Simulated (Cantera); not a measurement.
## Moist CO burnout

An isothermal, constant-pressure homogeneous reactor starts with 1.36 % CO, 1.46 % O2, 0.0709 % H2O, 97.1 % N2, at 1000 K and 13000 Pa.

Computed with Cantera and GRI-Mech 3.0 (53 species, 325 reactions).

```json
[
 {"t (s)": "4.00e-5", "x CO": "0.0136", "x O2": "0.0146", "x H2O": "0.000709", "x CO2": "1.11e-12", "x NO": "<1e-12", "x N2O": "<1e-12"},
 {"t (s)": "9.47e-5", "x CO": "0.0136", "x O2": "0.0146", "x H2O": "0.000709", "x CO2": "2.62e-12", "x NO": "<1e-12", "x N2O": "<1e-12"},
 {"t (s)": "0.000224", "x CO": "0.0136", "x O2": "0.0146", "x H2O": "0.000709", "x CO2": "6.22e-12", "x NO": "<1e-12", "x N2O": "<1e-12"},
 {"t (s)": "0.000532", "x CO": "0.0136", "x O2": "0.0146", "x H2O": "0.000709", "x CO2": "1.48e-11", "x NO": "<1e-12", "x N2O": "<1e-12"},
 {"t (s)": "0.00126", "x CO": "0.0136", "x O2": "0.0146", "x H2O": "0.000709", "x CO2": "3.51e-11", "x NO": "<1e-12", "x N2O": "<1e-12"},
 {"t (s)": "0.00298", "x CO": "0.0136", "x O2": "0.0146", "x H2O": "0.000709", "x CO2": "8.43e-11", "x NO": "<1e-12", "x N2O": "<1e-12"},
 {"t (s)": "0.00706", "x CO": "0.0136", "x O2": "0.0146", "x H2O": "0.000709", "x CO2": "2.10e-10", "x NO": "<1e-12", "x N2O": "<1e-12"},
 {"t (s)": "0.0167", "x CO": "0.0136", "x O2": "0.0146", "x H2O": "0.000709", "x CO2": "5.88e-10", "x NO": "<1e-12", "x N2O": "<1e-12"},
 {"t (s)": "0.0396", "x CO": "0.0136", "x O2": "0.0146", "x H2O": "0.000709", "x CO2": "2.33e-9", "x NO": "<1e-12", "x N2O": "<1e-12"},
 {"t (s)": "0.0939", "x CO": "0.0136", "x O2": "0.0146", "x H2O": "0.000709", "x CO2": "2.36e-8", "x NO": "<1e-12", "x N2O": "<1e-12"},
 {"t (s)": "0.222", "x CO": "0.0136", "x O2": "0.0146", "x H2O": "0.000709", "x CO2": "4.46e-6", "x NO": "<1e-12", "x N2O": "1.44e-10"},
 {"t (s)": "0.527", "x CO": "0.00621", "x O2": "0.0108", "x H2O": "0.000632", "x CO2": "0.00743", "x NO": "1.39e-7", "x N2O": "9.11e-8"},
 {"t (s)": "1.25", "x CO": "0.000873", "x O2": "0.00824", "x H2O": "0.000701", "x CO2": "0.0128", "x NO": "2.16e-7", "x N2O": "1.11e-7"},
 {"t (s)": "2.96", "x CO": "0.000136", "x O2": "0.00789", "x H2O": "0.000711", "x CO2": "0.0136", "x NO": "2.20e-7", "x N2O": "1.27e-7"},
 {"t (s)": "7.00", "x CO": "2.17e-5", "x O2": "0.00783", "x H2O": "0.000713", "x CO2": "0.0137", "x NO": "2.19e-7", "x N2O": "1.36e-7"}
]
```
x: mole fraction; the columns are a selection and need not sum to one.

Equilibrium at this temperature and pressure: CO 2.63e-11, O2 0.00782, H2O 0.000714, CO2 0.0137, NO 6.76e-6, N2O 2.23e-10 (gas phase only).
